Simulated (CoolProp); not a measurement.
CH2F2 (R32) at several states: fugacity coefficient from the reference equation and from simpler models built on Tc = 351.3 K, pc = 5.783 MPa, ω = 0.277; each cubic takes its own stable root.

The numbers come from the reference Helmholtz-energy equation of state, Tillner-Roth 1997 in CoolProp.

```tsv
T (K)	p (MPa)	phase	reference
394.5	0.0553	gas	0.9976
380.7	1.97	gas	0.9037
220.2	0.58	liquid	0.1590
387.6	1	gas	0.9536
265.3	13	liquid	0.05554
```

### Question
How far does each simpler model (van der Waals, Soave-Redlich-Kwong) lie from the reference over these 5 states: mean and median of the absolute difference, and the worst?

### Answer
- van der Waals: mean 136.6 %, median 1.5 %, worst +473.8 % at 220.2 K and 0.58 MPa
- Soave-Redlich-Kwong: mean 3.0 %, median 0.7 %, worst +12.4 % at 265.3 K and 13 MPa

At some of these states van der Waals gives the other phase, because its saturation line lies elsewhere.
